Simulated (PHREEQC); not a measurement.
1 kg of water holding 0.078 mol MgBr2, 0.55 mol NaBr, 0.017 mol KCl and 0.0066 mol NaCl is evaporated at 30 °C; the solids stay in contact with the brine. The system is closed to CO2. Only these solids could form: Bischofite, Brucite, Carnallite, Halite, Sylvite, MgCl2_4H2O.

Model: Pitzer model, pitzer.dat, run in PHREEQC.

```json
[
 {"water left (kg)": "1", "ionic strength": "0.808", "water activity": "0.977", "Na in solution (mol/kgw)": "0.557", "K in solution (mol/kgw)": "0.0170", "Mg in solution (mol/kgw)": "0.0780"},
 {"water left (kg)": "0.8219", "ionic strength": "0.983", "water activity": "___", "Na in solution (mol/kgw)": "0.677", "K in solution (mol/kgw)": "0.0207", "Mg in solution (mol/kgw)": "0.0949"},
 {"water left (kg)": "0.6755", "ionic strength": "1.20", "water activity": "___", "Na in solution (mol/kgw)": "0.824", "K in solution (mol/kgw)": "0.0252", "Mg in solution (mol/kgw)": "0.115"},
 {"water left (kg)": "0.5552", "ionic strength": "1.45", "water activity": "0.956", "Na in solution (mol/kgw)": "1.00", "K in solution (mol/kgw)": "0.0306", "Mg in solution (mol/kgw)": "0.140"},
 {"water left (kg)": "0.4563", "ionic strength": "1.77", "water activity": "___", "Na in solution (mol/kgw)": "1.22", "K in solution (mol/kgw)": "0.0373", "Mg in solution (mol/kgw)": "0.171"},
 {"water left (kg)": "0.375", "ionic strength": "2.15", "water activity": "0.932", "Na in solution (mol/kgw)": "1.48", "K in solution (mol/kgw)": "0.0453", "Mg in solution (mol/kgw)": "0.208"},
 {"water left (kg)": "0.3082", "ionic strength": "2.62", "water activity": "___", "Na in solution (mol/kgw)": "1.81", "K in solution (mol/kgw)": "0.0552", "Mg in solution (mol/kgw)": "0.253"},
 {"water left (kg)": "0.2533", "ionic strength": "3.19", "water activity": "___", "Na in solution (mol/kgw)": "2.20", "K in solution (mol/kgw)": "0.0671", "Mg in solution (mol/kgw)": "0.308"},
 {"water left (kg)": "0.2082", "ionic strength": "3.88", "water activity": "0.863", "Na in solution (mol/kgw)": "2.67", "K in solution (mol/kgw)": "0.0816", "Mg in solution (mol/kgw)": "0.375"}
]
```

**Question.** Complete the blanks.

**Answer.** 
- 0.8219, water activity: 0.971
- 0.6755, water activity: 0.965
- 0.4563, water activity: 0.946
- 0.3082, water activity: 0.915
- 0.2533, water activity: 0.892

Species that the database lacks are ignored.
